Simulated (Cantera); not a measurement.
A perfectly stirred reactor is fed with 11.2 % CH4, 18.7 % O2, 70.1 % N2, equivalence ratio 1.2, at 29000 Pa; it is adiabatic with a 625 K inlet, and is followed from long to short residence time, starting on the burning branch (τ in s: 0.37, 0.14, 0.05, 0.018, 0.0068, 0.0025, 0.00092, 0.00034, 0.00012, 4.6e-05, 1.7e-05, 6.2e-06).

Model: GRI-Mech 3.0 (53 species, 325 reactions), integrated in Cantera.

Predict: blow-out, bracketed by the residence times tried; x(CH4) at τ = 0.370 s; x(O2) at τ = 0.370 s; x(H2O) at τ = 0.370 s; x(HCO) at τ = 0.370 s; x(CO2) at τ = 0.370 s; x(CH4) at τ = 0.920 ms; x(O2) at τ = 0.920 ms; x(H2O) at τ = 0.920 ms; x(HCO) at τ = 0.920 ms; x(CO2) at τ = 0.920 ms.


```json
{
 "blow_out_bracketed_by_the_residence_times_tried": "burning at 0.340 ms, out at 0.120 ms",
 "x(CH4) at τ = 0.370 s": "2.15e-6",
 "x(O2) at τ = 0.370 s": "0.00125",
 "x(H2O) at τ = 0.370 s": "0.184",
 "x(HCO) at τ = 0.370 s": "3.75e-8",
 "x(CO2) at τ = 0.370 s": "0.0590",
 "x(CH4) at τ = 0.920 ms": "0.000249",
 "x(O2) at τ = 0.920 ms": "0.00956",
 "x(H2O) at τ = 0.920 ms": "0.165",
 "x(HCO) at τ = 0.920 ms": "7.91e-6",
 "x(CO2) at τ = 0.920 ms": "0.0506"
}
```
